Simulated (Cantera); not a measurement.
An isothermal, constant-pressure homogeneous reactor starts with 13.7 % N2O, 0.137 % H2, 86.2 % N2, at 1275 K and 13300 Pa.

Computed with Cantera and GRI-Mech 3.0 (53 species, 325 reactions). GRI-Mech 3.0 was tuned for natural gas; its chemistry of N2O as a main component is partial and can be far from experiment. The mechanism lacks the step 2 NO + O2 → 2 NO2, which can matter for NO2 below about 1400 K. The temperature is held fixed by assumption; the heat of reaction is taken as removed at once.

x: mole fraction; the columns are a selection and need not sum to one.

```tsv
t (s)	x N2O	x H2	x NO	x HO2	x N2	x O	x OH
4.00e-6	0.137	0.00137	1.83e-10	<1e-12	0.862	8.43e-8	2.42e-10
1.56e-5	0.137	0.00137	2.75e-9	1.72e-12	0.862	3.20e-7	3.99e-9
6.12e-5	0.137	0.00137	3.94e-8	1.15e-10	0.862	1.11e-6	6.85e-8
0.000239	0.137	0.00137	4.71e-7	6.59e-9	0.862	2.89e-6	9.25e-7
0.000935	0.137	0.00135	3.71e-6	2.03e-7	0.862	3.96e-6	6.54e-6
0.00366	0.137	…	2.14e-5	1.41e-6	0.862	4.13e-6	2.05e-5
0.0143	0.135	…	8.89e-5	1.57e-6	0.863	4.78e-6	2.20e-5
0.0559	0.133	…	0.000306	6.77e-7	0.864	5.13e-6	1.05e-5
0.219	0.126	…	0.00115	1.95e-7	0.868	5.13e-6	8.19e-6
0.855	0.102	…	0.00399	5.64e-8	0.879	5.02e-6	8.68e-6
3.34	0.0465	…	0.0105	1.25e-8	0.905	4.59e-6	8.40e-6
13.1	0.00373	…	0.0148	2.51e-9	0.926	1.81e-6	5.25e-6
51.1	6.19e-6	8.61e-10	0.0149	7.52e-10	0.928	7.65e-8	1.08e-6
200	6.12e-8	8.25e-10	0.0149	7.46e-10	0.928	7.29e-8	1.06e-6
```

Question: Some entries are withheld; supply them.

Answer: 
- 0.00366, x H2: 0.00117
- 0.0143, x H2: 0.000471
- 0.0559, x H2: 4.82e-5
- 0.219, x H2: 2.24e-7
- 0.855, x H2: 3.14e-8
- 3.34, x H2: 3.47e-8
- 13.1, x H2: 1.73e-8
